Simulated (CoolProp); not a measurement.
Vapour-liquid equilibrium of R125 (1) + R1234yf (2) at 1.33 MPa; x and y are mole fractions of (1).

The numbers come from the multi-fluid Helmholtz-energy mixture model, Lemmon 2005 and Lemmon 2022; pair parameters Bell 2023 in CoolProp.

Q: Give the bubble temperature and the first vapour's composition at x = 0.275, 0.575, 0.8. Is there an azeotrope?

A: x = 0.275: 41.9 °C, y = 0.375; x = 0.575: 33.5 °C, y = 0.684; x = 0.8: 28.1 °C, y = 0.866. No azeotrope shows between x = 0.05 and 0.95.

The pair parameters rest on a limited set of measurements; away from them the model extrapolates.
